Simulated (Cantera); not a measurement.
Input (Python, Cantera) and output of one run.

```python
import numpy as np
import cantera as ct

gas_names = """
    AL ALH ALN AL2 H H2 N NH NH2 NH3 N2 N2H2 N2H4
""".split()
cond_names = """
    AL(cr) AL(L) ALN(s)
""".split()


# ... load() reads the species with a 1 bar reference pressure and builds the phases ...
atoms = {
    'Al': {'AL': 1},
    'NH3': {'N': 1, 'H': 3},
    'N2': {'N': 2},
}
top_T = {'ALN(s)': 2750}  # K; cautious upper limits of use, not melting points


# ... equilibrate(T, P, feed) seeds the gas with the atoms and calls Mixture.equilibrate('TP', solver="vcs", rtol=1e-11, max_steps=5000) ...
results = []
feed = {'Al': 1, 'NH3': 0.78, 'N2': 7.3}  # mol
T = 2025  # K
P = 25  # Pa
mix = equilibrate(T, P, feed)
results.append((T, P, feed, dict(zip(mix.species_names, mix.species_moles))))
x = sorted(zip(gas.X, gas.species_names), reverse=True)
print(f"T = {T:g} K  P = {P:g} Pa  gas = {mix.phase_moles(0):.4g} mol")
print("   x: " + "  ".join(f"{s} {v:.3e}" for v, s in x if v > 1e-06))
print("   condensed (mol): " + ("  ".join(f"{mix.phase(i).name} {mix.phase_moles(i):.4g}"
      for i in range(1, mix.n_phases) if mix.phase_moles(i) > 1e-12) or "none"))
```

Output:

```
T = 2025 K  P = 25 Pa  gas = 10.05 mol
   x: N2 7.652e-01  AL 9.937e-02  H2 9.736e-02  H 3.798e-02  ALH 1.298e-04
   condensed (mol): none
```

Equilibrium computed with Cantera from the NASA thermochemical tables; the gas is ideal and each condensed phase is pure.
